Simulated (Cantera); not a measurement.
Feed: 1 mol borazine, 1.2 mol H2, 0.11 mol O2, held at 63.0 mbar.

Cantera equilibrium calculation (NASA polynomials, part measured and part estimated; ideal gas, pure solids and liquids). Candidate condensed phases: B, BN, B2O3, B3O3H3, H2O; 39 gas species. The feed counts by its element totals alone. Mutual solubility and eutectic melting of coexisting phases are not modelled. Gases not in the tables: B2H6 and higher boranes. Kinetics and transport are ignored.

Q: Which condensed phases are stable at each of these points (T (K)): 1275, 1425, 1575, 1725, 1875, 2025, 2175?

A: 
```json
[
 {"T (K)": "1275", "condensed phases": "BN(s) + B2O3(l)", "B condensed (%)": "100.0"},
 {"T (K)": "1425", "condensed phases": "BN(s) + B2O3(l)", "B condensed (%)": "99.7"},
 {"T (K)": "1575", "condensed phases": "BN(s) + B2O3(l)", "B condensed (%)": "98.0"},
 {"T (K)": "1725", "condensed phases": "BN(s)", "B condensed (%)": "94.2"},
 {"T (K)": "1875", "condensed phases": "BN(s)", "B condensed (%)": "93.1"},
 {"T (K)": "2025", "condensed phases": "BN(s)", "B condensed (%)": "92.7"},
 {"T (K)": "2175", "condensed phases": "BN(s)", "B condensed (%)": "92.5"}
]
```

From 1275 K to 1575 K the condensed part is BN(s) + B2O3(l). From 1725 K to 2175 K the condensed part is BN(s).
